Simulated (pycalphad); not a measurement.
Source of the numbers: pycalphad with the COST 507 light-alloy database (1999); pressure 1 atm. These are 1990s assessments: newer ones move some temperatures and phases. Phase fractions are per mole of atoms. Kinetics are ignored, which matters at the lower temperatures.

Problem. Give the equilibrium state of Ti-2.16Hf-5.51B (at.%) at 377 °C.

Solution. hcp, fraction 0.890, with 2.4 Hf, 0.02 B at.%; BM, fraction 0.110, with 0.06 Hf, 50.0 B at.%.

Problem. Give the equilibrium state of Ti-2.16Hf-5.51B (at.%) at 1177 °C.

Solution. 
```
T = 1450.00 K, P = 101325 Pa, N = 1 mol of atoms
G = -86059 J/mol, H = 29148 J/mol, S = 79.45 J/(mol K)  (SER reference)
chemical potentials (J/mol): Ti -78460, Hf -144923, B -190316
phase             fraction      x(Ti)      x(Hf)       x(B)
BCC_A2              0.8928     0.9743     0.0240     0.0017
BM                  0.1072     0.4982     0.0018     0.5000
```

Database names, with the compositions (at.%) that they take in these runs: BM: Ti 50 B 50. BCC_A2 is bcc.
